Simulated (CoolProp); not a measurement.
Computed with CoolProp (reference Helmholtz-energy equation of state, Smukala 2000).

Task: For ethylene, give the phase and the density (kg/m³), cp (kJ/(kg K)), cv (kJ/(kg K)), isothermal compressibility (1/MPa) at 389.6 K and 2140 kPa.

Result: 
- 389.6 K and 2140 kPa: gas; density 19.5, cp 1.96, cv 1.58, isothermal compressibility 0.492
